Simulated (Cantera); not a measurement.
Feed: 1 mol Na2SO4, 3.1 mol CO2, 0.012 mol H2O, at 26.0 Pa.

Cantera equilibrium calculation (NASA polynomials, part measured and part estimated; ideal gas, pure solids and liquids). Candidate condensed phases: C, C6H6, C7H8, C8H18, H2O, H2SO4, Na, NaOH, NaO2, Na2CO3, Na2O, Na2O2, Na2S, Na2SO4, S; 131 gas species. The numbers say what is thermodynamically allowed, not how fast it happens.

Q: Which condensed phases are stable at each of these points (T (K)): 1198, 1298, 1398, 1498, 1598, 1698, 1798?

A: 
| T (K) | condensed phases | Na condensed (%) |
|---|---|---|
| 1198 | Na2SO4(l) | 99.7 |
| 1298 | Na2SO4(l) | 96.8 |
| 1398 | Na2SO4(l) | 75.4 |
| 1498 | gas only | 0.0 |
| 1598 | gas only | 0.0 |
| 1698 | gas only | 0.0 |
| 1798 | gas only | 0.0 |

From 1198 K to 1398 K the condensed part is Na2SO4(l). From 1498 K to 1798 K nothing is condensed.
